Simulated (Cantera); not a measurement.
A closed system holds: 1 mol Cu2O, 2200 mol H2, at 1.33 mbar.

Equilibrium computed with Cantera from the NASA thermochemical tables; the gas is ideal and each condensed phase is pure. Candidate condensed phases: Cu, CuO, Cu(OH)2, Cu2O, H2O; 12 gas species. Kinetics and transport are ignored.

Which condensed phases are stable at each of these points (T (K)): 798, 998, 1198, 1398, 1598, 1798, 1998, 2198?


```json
[
 {"T (K)": "798", "condensed phases": "Cu(s)", "Cu condensed (%)": "100.0"},
 {"T (K)": "998", "condensed phases": "Cu(s)", "Cu condensed (%)": "100.0"},
 {"T (K)": "1198", "condensed phases": "Cu(s)", "Cu condensed (%)": "99.0"},
 {"T (K)": "1398", "condensed phases": "gas only", "Cu condensed (%)": "0.0"},
 {"T (K)": "1598", "condensed phases": "gas only", "Cu condensed (%)": "0.0"},
 {"T (K)": "1798", "condensed phases": "gas only", "Cu condensed (%)": "0.0"},
 {"T (K)": "1998", "condensed phases": "gas only", "Cu condensed (%)": "0.0"},
 {"T (K)": "2198", "condensed phases": "gas only", "Cu condensed (%)": "0.0"}
]
```

From 798 K to 1198 K the condensed part is Cu(s). From 1398 K to 2198 K nothing is condensed.
